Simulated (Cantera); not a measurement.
An adiabatic, constant-volume homogeneous reactor starts with CH4 : O2 : N2 : CO2 = 1 : 5.71 : 21.5 : 5 (molar parts), at 1575 K and 4.93 atm. Integrator tolerance rtol = 1e-08.

Model: GRI-Mech 3.0 (53 species, 325 reactions), integrated in Cantera.

What does this change do: 1.6 parts H2 added?


```tsv
quantity	before	after
time of steepest temperature rise	0.147 ms	13.0 µs
temperature at 0.200 s	2255 K	2480 K
equilibrium temperature	2255 K	2480 K
x(CH4) at 0.200 s	<1e-12 (gas-phase equilibrium <1e-12)	<1e-12 (gas-phase equilibrium <1e-12)
x(O2) at 0.200 s	0.107 (gas-phase equilibrium 0.107)	0.0805 (gas-phase equilibrium 0.0805)
x(CO2) at 0.200 s	0.179 (gas-phase equilibrium 0.179)	0.168 (gas-phase equilibrium 0.168)
x(N2O) at 0.200 s	1.24e-6 (gas-phase equilibrium 1.24e-6)	1.68e-6 (gas-phase equilibrium 1.68e-6)
x(NO) at 0.200 s	0.00914 (gas-phase equilibrium 0.00922)	0.0123 (gas-phase equilibrium 0.0123)
x(CH2) at 0.200 s	<1e-12 (gas-phase equilibrium <1e-12)	<1e-12 (gas-phase equilibrium <1e-12)
```

What does this change do: initial temperature 1575 to 1750 K?


| quantity | before | after |
|---|---|---|
| time of steepest temperature rise | 0.147 ms | 40.7 µs |
| temperature at 0.200 s | 2255 K | 2386 K |
| equilibrium temperature | 2255 K | 2386 K |
| x(CH4) at 0.200 s | <1e-12 (gas-phase equilibrium <1e-12) | <1e-12 (gas-phase equilibrium <1e-12) |
| x(O2) at 0.200 s | 0.107 (gas-phase equilibrium 0.107) | 0.106 (gas-phase equilibrium 0.106) |
| x(CO2) at 0.200 s | 0.179 (gas-phase equilibrium 0.179) | 0.176 (gas-phase equilibrium 0.176) |
| x(N2O) at 0.200 s | 1.24e-6 (gas-phase equilibrium 1.24e-6) | 1.56e-6 (gas-phase equilibrium 1.56e-6) |
| x(NO) at 0.200 s | 0.00914 (gas-phase equilibrium 0.00922) | 0.0120 (gas-phase equilibrium 0.0120) |
| x(CH2) at 0.200 s | <1e-12 (gas-phase equilibrium <1e-12) | <1e-12 (gas-phase equilibrium <1e-12) |
